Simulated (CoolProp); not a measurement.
A closed Brayton cycle with carbon dioxide: compressor inlet 313.15 K and 9.3 MPa, high pressure 17.8 MPa, turbine inlet 885 K, compressor efficiency 0.85, turbine efficiency 0.85, recuperator effectiveness 0.9 (on enthalpy, no pinch check). Each further row changes one setting.

The numbers come from the reference Helmholtz-energy equation of state, Span 1996 in CoolProp.

```
case                           thermal efficiency (%)  net work (kJ/kg)  compressor to turbine work  compressor exit (K)  turbine exit (K)
-----------------------------  ----------------------  ----------------  --------------------------  -------------------  ----------------
as stated                                        29.1              72.8                        0.18                338.2             807.1
turbine inlet 835 K                              28.1              67.4                        0.20                338.2             759.8
compressor inlet 323.15 K                        29.4              63.0                        0.29                369.7             807.1
high pressure 15.1 MPa                           25.2              56.0                        0.17                331.6             826.5
recuperator effectiveness 0.5                    15.2              72.8                        0.18                338.2             807.1
```
